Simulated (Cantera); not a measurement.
A closed system holds: 1 mol PbO, 0.092 mol H₂, 12 mol N₂, at 0.100 bar.

These are equilibrium values from Cantera (NASA tables, ideal gas, pure condensed phases), not measurements of a reactor. Candidate condensed phases: H₂O, Pb, PbO, PbO₂, Pb₃O₄; 27 gas species. Each liquid is taken as pure. Mutual solubility and eutectic melting of coexisting phases are not modelled. Gases not in the tables: (PbO)n polymers. Equilibrium is a limit: real reactors are often held back by kinetics, nucleation or transport.

x: gas mole fraction; n: condensed amount in mol.

```tsv
T (K)	x N₂	x PbO	x Pb	x H₂O	x O₂	x NO	x OH	n Pb(s)	n PbO(red)	n Pb(l)	n PbO(yellow)	n PbO(l)
600	0.992	<1e-12	5.16e-11	0.00761	<1e-12	<1e-12	<1e-12	0.0920	0.908	0	0	0
675	0.992	<1e-12	3.38e-9	0.00761	<1e-12	<1e-12	<1e-12	0	0.908	0.0920	0	0
750	0.992	4.19e-11	9.48e-8	0.00761	<1e-12	<1e-12	<1e-12	0	0.908	0.0920	0	0
825	0.992	2.51e-9	1.43e-6	0.00761	<1e-12	<1e-12	<1e-12	0	0	0.0920	0.908	0
900	0.992	7.46e-8	1.37e-5	0.00761	<1e-12	2.29e-12	3.03e-12	0	0	0.0918	0.908	0
975	0.992	1.30e-6	9.17e-5	0.00761	<1e-12	5.54e-11	4.94e-11	0	0	0.0909	0.908	0
1050	0.992	1.48e-5	0.000465	0.00760	…	8.44e-10	5.40e-10	0	0	0.0864	0.908	0
1125	0.990	0.000121	0.00189	0.00759	…	8.88e-9	4.27e-9	0	0	0.0691	0.907	0
1200	0.985	0.000682	0.00643	0.00755	…	6.30e-8	2.48e-8	0	0	0.0136	0	0.900
1275	0.982	0.00290	0.00753	0.00753	…	8.24e-7	1.79e-7	0	0	0	0	0.873
1350	0.975	0.0104	0.00758	0.00747	…	9.13e-6	1.10e-6	0	0	0	0	0.779
1425	0.950	0.0322	0.00934	0.00728	…	6.29e-5	4.96e-6	0	0	0	0	0.476
```

Problem. Complete the blanks.

Solution. 
- 1050, x O₂: 4.26e-11
- 1125, x O₂: 1.17e-9
- 1200, x O₂: 1.74e-8
- 1275, x O₂: 1.02e-6
- 1350, x O₂: 4.83e-5
- 1425, x O₂: 0.000997
